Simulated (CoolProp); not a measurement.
Properties of R1234ze(Z) along the isobar 19.2 MPa (Tc = 150.1 °C, pc = 3.531 MPa, ω = 0.327).

Computed with CoolProp (reference Helmholtz-energy equation of state, Akasaka 2019).

```tsv
T (°C)	phase	Z	Joule-Thomson coefficient (K/MPa)
62.95	liquid	0.6545	-0.2372
72.45	liquid	0.6481	-0.2116
81.85	liquid	0.6428	-0.1845
91.25	liquid	0.6384	-0.1554
100.75	liquid	0.6349	-0.1237
110.15	liquid	0.6324	-0.08965
119.65	liquid	0.6307	-0.05223
129.05	liquid	0.6300	-0.01181
138.55	liquid	0.6302	0.03288
147.95	liquid	0.6314	0.08127
157.45	supercritical	0.6336	0.1347
166.85	supercritical	0.6368	0.1922
```
